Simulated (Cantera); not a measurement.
A closed system holds: 1 mol HMDSO, 0.48 mol CO₂, 43 mol H₂, 2.6 mol O₂, equilibrated at 1175 K and 0.130 bar.

Cantera equilibrium calculation (NASA polynomials, part measured and part estimated; ideal gas, pure solids and liquids). Candidate condensed phases: C, C₆H₆, C₇H₈, C₈H₁₈, H₂O, Si, SiC, SiO₂; 123 gas species. The feed counts by its element totals alone. The tables hold silica as quartz up to 1696 K and as liquid above; real silica turns to tridymite and cristobalite and melts near 1996 K. The numbers say what is thermodynamically allowed, not how fast it happens.

Task: What is the equilibrium state?

Result: 
* **x(H₂)**: 0.940
* **x(CO)**: 0.0572
* **x(CH₄)**: 0.00220
* **x(H₂O)**: 0.000242
* **x(CO₂)**: 1.15e-5
* **n(C(graphite))**: 3.21 mol
* **n(SiO₂(β-quartz))**: 2.00 mol
* **gas amount**: 55.02 mol
* **log10 activity of Si(s) (absent)**: -7.67
